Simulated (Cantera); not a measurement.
**Iron carbonyl, mercury and lead vapours: PbO + CO + N₂**

Feed: 1 mol PbO, 0.38 mol CO, 1.7 mol N₂, at 0.0133 bar.

These are equilibrium values from Cantera (NASA tables, ideal gas, pure condensed phases), not measurements of a reactor. Candidate condensed phases: C, Pb, PbO, PbO₂, Pb₃O₄; 27 gas species. Each liquid is taken as pure. Mutual solubility and eutectic melting of coexisting phases are not modelled. Gases not in the tables: (PbO)n polymers. The numbers say what is thermodynamically allowed, not how fast it happens.

```json
[
 {"T (K)": "873", "log p N₂": "-1.96", "log p PbO": "-8.63", "log p CO₂": "-2.61", "log p Pb": "-6.20", "log p O₂": "<-13", "log p CO": "-7.09", "n Pb(l)": "0.380", "n PbO(yellow)": "0.620", "n PbO(l)": "0"},
 {"T (K)": "923", "log p N₂": "-1.96", "log p PbO": "-7.72", "log p CO₂": "-2.61", "log p Pb": "-5.60", "log p O₂": "<-13", "log p CO": "-6.88", "n Pb(l)": "0.380", "n PbO(yellow)": "0.620", "n PbO(l)": "0"},
 {"T (K)": "973", "log p N₂": "-1.96", "log p PbO": "-6.92", "log p CO₂": "-2.61", "log p Pb": "-5.06", "log p O₂": "-13.09", "log p CO": "-6.70", "n Pb(l)": "0.379", "n PbO(yellow)": "0.620", "n PbO(l)": "0"},
 {"T (K)": "1023", "log p N₂": "-1.96", "log p PbO": "-6.19", "log p CO₂": "-2.61", "log p Pb": "-4.57", "log p O₂": "-11.94", "log p CO": "-6.53", "n Pb(l)": "0.376", "n PbO(yellow)": "0.620", "n PbO(l)": "0"},
 {"T (K)": "1073", "log p N₂": "-1.97", "log p PbO": "-5.54", "log p CO₂": "-2.62", "log p Pb": "-4.14", "log p O₂": "-10.91", "log p CO": "-6.37", "n Pb(l)": "0.368", "n PbO(yellow)": "0.620", "n PbO(l)": "0"},
 {"T (K)": "1123", "log p N₂": "-1.97", "log p PbO": "-4.94", "log p CO₂": "-2.62", "log p Pb": "-3.74", "log p O₂": "-9.97", "log p CO": "-6.24", "n Pb(l)": "0.351", "n PbO(yellow)": "0.618", "n PbO(l)": "0"},
 {"T (K)": "1173", "log p N₂": "-1.98", "log p PbO": "-4.41", "log p CO₂": "-2.63", "log p Pb": "-3.37", "log p O₂": "-9.14", "log p CO": "-6.10", "n Pb(l)": "0.312", "n PbO(yellow)": "0", "n PbO(l)": "0.614"},
 {"T (K)": "1223", "log p N₂": "-2.00", "log p PbO": "-3.96", "log p CO₂": "-2.65", "log p Pb": "-3.04", "log p O₂": "-8.45", "log p CO": "-5.95", "n Pb(l)": "0.227", "n PbO(yellow)": "0", "n PbO(l)": "0.602"},
 {"T (K)": "1273", "log p N₂": "-2.04", "log p PbO": "-3.55", "log p CO₂": "-2.69", "log p Pb": "-2.74", "log p O₂": "-7.81", "log p CO": "-5.84", "n Pb(l)": "0.0393", "n PbO(yellow)": "0", "n PbO(l)": "0.568"},
 {"T (K)": "1323", "log p N₂": "-2.06", "log p PbO": "-3.18", "log p CO₂": "-2.71", "log p Pb": "-2.71", "log p O₂": "-6.72", "log p CO": "-5.97", "n Pb(l)": "0", "n PbO(yellow)": "0", "n PbO(l)": "0.490"},
 {"T (K)": "1373", "log p N₂": "-2.09", "log p PbO": "-2.83", "log p CO₂": "-2.74", "log p Pb": "-2.74", "log p O₂": "-5.61", "log p CO": "-6.15", "n Pb(l)": "0", "n PbO(yellow)": "0", "n PbO(l)": "0.310"},
 {"T (K)": "1423", "log p N₂": "-2.13", "log p PbO": "-2.58", "log p CO₂": "-2.78", "log p Pb": "-2.77", "log p O₂": "-4.70", "log p CO": "-6.28", "n Pb(l)": "0", "n PbO(yellow)": "0", "n PbO(l)": "0"},
 {"T (K)": "1473", "log p N₂": "-2.13", "log p PbO": "-2.59", "log p CO₂": "-2.79", "log p Pb": "-2.77", "log p O₂": "-4.41", "log p CO": "-6.07", "n Pb(l)": "0", "n PbO(yellow)": "0", "n PbO(l)": "0"}
]
```
log p: log10 of the partial pressure in bar; n: condensed amount in mol.

From 873 K to 1123 K the condensed part is Pb(l) + PbO(yellow). From 1173 K to 1273 K the condensed part is Pb(l) + PbO(l). From 1323 K to 1373 K the condensed part is PbO(l). From 1423 K to 1473 K nothing is condensed.
